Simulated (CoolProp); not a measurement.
Vapour pressure (kPa) of CH3F (R41): the reference equation beside estimates from Tc = 317.3 K, pc = 5906 kPa, ω = 0.200. Clausius-Clapeyron is anchored at 187 K with a constant enthalpy of vaporisation of 16.96 kJ/mol.

The numbers come from the reference Helmholtz-energy equation of state, Lemmon 2006 in CoolProp. It is a short technical equation, of lower accuracy than the large ones.

```csv
T (K),reference,Lee-Kesler,Clausius-Clapeyron,Peng-Robinson
169.4,19.70,17.63,20.82,18.84
178.2,36.89,33.93,37.72,35.61
187,64.64,60.88,64.64,62.91
195.8,107.1,102.9,105.5,104.9
204.6,169.0,165.1,165.2,166.7
213.4,255.9,253.3,249.1,253.8
222.2,374.0,374.0,363.8,372.6
231,529.7,533.7,516.0,530.1
239.8,730.4,739.6,713.5,733.8
248.6,983.8,998.9,964.1,991.5
```

Absolute difference from the reference over all 10 rows, mean and median: Lee-Kesler 3.5 and 1.9 %, Clausius-Clapeyron 2.4 and 2.3 %, Peng-Robinson 1.6 and 1.1 %.
